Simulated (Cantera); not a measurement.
## Equilibrium for silicon carbide growth: SiCl4 + CH4 + H2

A closed system holds: 1 mol SiCl4, 0.26 mol CH4, 290 mol H2, held at 51.0 mbar.

Method: chemical equilibrium by Gibbs-energy minimisation in Cantera with the NASA 1993 tables (ideal gas, pure condensed phases). Candidate condensed phases: C, C6H6, C7H8, C8H18, Si, SiC; 109 gas species. Mutual solubility and eutectic melting of coexisting phases are not modelled. The tables' values for SiCl, SiCl3 are old estimates; treat these amounts as uncertain. Gases not in the tables: Si2H6 and higher silanes. The numbers say what is thermodynamically allowed, not how fast it happens.

From 1025 K to 1625 K the condensed part is Si(s) + SiC(s). From 1725 K to 2025 K the condensed part is Si(l) + SiC(s). At 2125 K the condensed part is SiC(s). From 2225 K to 2325 K nothing is condensed. The main Si-bearing gas is SiCl4 at 1025 K and Si at 2325 K.

```csv
T (K),x H2,x H,x HCl,x Si,x SiCl4,x SiHCl3,x SiCl2,x Cl,n Si(s),n SiC(s),n Si(l)
1025,0.990,1.92e-8,0.00876,<1e-12,0.000626,0.000608,0.000138,1.57e-10,0.301,0.259,0
1125,0.987,1.96e-7,0.0119,1.37e-12,0.000114,0.000165,0.000304,2.09e-9,0.546,0.260,0
1225,0.987,1.37e-6,0.0126,6.78e-11,1.27e-5,3.08e-5,0.000395,1.51e-8,0.601,0.260,0
1325,0.987,7.19e-6,0.0127,1.85e-9,1.64e-6,6.51e-6,0.000448,7.77e-8,0.602,0.260,0
1425,0.987,3.00e-5,0.0127,3.16e-8,2.75e-7,1.68e-6,0.000491,3.15e-7,0.594,0.260,0
1525,0.987,0.000104,0.0126,3.70e-7,5.81e-8,5.14e-7,0.000527,1.07e-6,0.584,0.260,0
1625,0.987,0.000310,0.0125,3.19e-6,1.49e-8,1.83e-7,0.000558,3.11e-6,0.572,0.260,0
1725,0.986,0.000817,0.0125,1.99e-5,4.25e-9,6.92e-8,0.000551,8.05e-6,0,0.260,0.564
1825,0.985,0.00194,0.0126,8.92e-5,1.27e-9,2.64e-8,0.000485,1.90e-5,0,0.259,0.549
1925,0.982,0.00420,0.0127,0.000341,4.26e-10,1.10e-8,0.000430,4.08e-5,0,0.257,0.460
2025,0.977,0.00842,0.0127,0.00114,1.57e-10,4.96e-9,0.000382,8.11e-5,0,0.247,0.165
2125,0.969,0.0158,0.0129,0.00186,3.81e-11,1.41e-9,0.000196,0.000155,0,0.209,0
2225,0.955,0.0280,0.0129,0.00254,8.70e-12,3.75e-10,9.05e-5,0.000275,0,0,0
2325,0.936,0.0471,0.0127,0.00279,1.80e-12,8.98e-11,3.63e-5,0.000460,0,0,0
```
x: gas mole fraction; n: condensed amount in mol.
